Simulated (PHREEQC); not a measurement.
0.087 g of hydrous ferric oxide (600 m²/g; 0.2 weak and 0.005 strong sites per Fe, Dzombak-Morel constants, diffuse double layer) in 1 kg of water with 0.3 mol/kgw of an inert sodium salt and 0.14 mmol/kgw PbCl2, at 25 °C; the pH is set by adding NaOH or the inert anion's acid. Oxygen is held at 0.21 atm. CO2 from the air is kept out. No solid was allowed to form.

The numbers come from PHREEQC with the ion-association model, wateq4f.dat.

```csv
pH,Pb sorbed (%),surface charge σ (C/m²),surface potential ψ (mV)
3,0.3,0.368,126
3.38,1.2,0.365,125
3.75,2.6,0.358,124
4.12,3.4,0.344,122
4.5,3.9,0.320,118
4.88,5.8,0.285,113
5.25,12.9,0.247,106
5.62,30.7,0.218,99
6,54.4,0.204,96
6.38,72.5,0.200,95
6.75,[?],0.197,94
7.12,90.1,0.189,92
7.5,93.8,0.175,89
7.88,95.4,0.160,85
8.25,95.7,0.146,80
8.62,[?],0.133,[?]
9,93.0,0.118,70
```

Fill in the missing entries.


- 6.75, Pb sorbed (%): 83.6
- 8.62, Pb sorbed (%): 94.9
- 8.62, surface potential ψ (mV): 76

The oxide is taken as insoluble; below pH 4 it would dissolve.
